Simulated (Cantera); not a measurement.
A diamond (100) surface in a fixed gas of H2 with x(CH4) = 0.0054, x(H) = 0.0005, at 1225 K, 28.5 Torr; coverages are run to steady state.

Model: the Harris–Goodwin 1993 mechanism for the reconstructed diamond (100) surface, integrated in Cantera.

One state of this run: growth (µm/h) = 0.182; θ c6HH = 0.480; θ c6H* = 0.0379; θ c6*H = 0.462; θ c6** = 0.0180; θ c6HM = 0.000516. θ: site fractions in the mechanism's names (c6HH fully hydrogenated, c6H* and c6*H radical sites, c6** diradical, c6HM methylated).

Problem. Which value of x(CH3) does it belong to?
(A) 0.0011
(B) 5.8e-06
(C) 8e-05
(D) 3.3e-05

Solution. C, 8e-05
